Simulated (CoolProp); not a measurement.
The numbers come from the reference Helmholtz-energy equation of state, Akasaka 2015 in CoolProp.

**Question.** For R245fa, give the phase and the Z, Joule-Thomson coefficient (K/MPa), isothermal compressibility (1/MPa), expansivity (1/kK) at 231.7 K and 608 kPa; 231.7 K and 6080 kPa.

**Answer.** 
- 231.7 K and 608 kPa: liquid; Z 0.0281, Joule-Thomson coefficient -0.356, isothermal compressibility 0.00104, expansivity 1.56
- 231.7 K and 6080 kPa: liquid; Z 0.279, Joule-Thomson coefficient -0.364, isothermal compressibility 0.000977, expansivity 1.50
